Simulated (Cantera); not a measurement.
An isothermal, constant-pressure homogeneous reactor starts with CH4 : H2 : N2 = 1 : 12 : 0.23 (molar parts), at 1648 K and 10.00 Torr.

Model: GRI-Mech 3.0 (53 species, 325 reactions), integrated in Cantera. GRI-Mech 3.0 stops at C3 and has no aromatics, soot or wall deposition, so with more carbon than oxygen in the feed, carbon stays in small species such as C2H2 where larger ones or solid carbon would form. Radical loss at walls, strong at low pressure, is not modelled.

x: mole fraction; the columns are a selection and need not sum to one.

```
t (s)       x CH4   x H2    x C2H4     x CH2     x CH3    x C2H6
--------  -------  -----  --------  --------  --------  --------
9.00e-5    0.0756  0.907    <1e-12    <1e-12   1.02e-6    <1e-12
0.000353   0.0756  0.907  7.52e-11  8.61e-12   4.13e-6  4.02e-11
0.00138    0.0756  0.907   5.34e-9  1.60e-10   1.63e-5   2.25e-9
0.00541    0.0755  0.907         …         …         …         …
0.0212     0.0753  0.907   1.78e-5   3.67e-8  0.000247   1.56e-6
0.0831     0.0729  0.908  0.000268   2.81e-7  0.000713   9.27e-6
0.326      0.0593  0.915  0.000245   3.24e-7  0.000691   7.90e-6
1.28            …  0.930         …         …         …         …
5.00      0.00993  0.942   3.67e-5   1.01e-7  0.000147   3.06e-7
```

Some entries are withheld; supply them.


- 0.00541, x C2H4: 3.31e-7
- 0.00541, x CH2: 2.54e-9
- 0.00541, x CH3: 6.40e-5
- 0.00541, x C2H6: 8.43e-8
- 1.28, x CH4: 0.0323
- 1.28, x C2H4: 9.61e-5
- 1.28, x CH2: 2.28e-7
- 1.28, x CH3: 0.000415
- 1.28, x C2H6: 2.68e-6
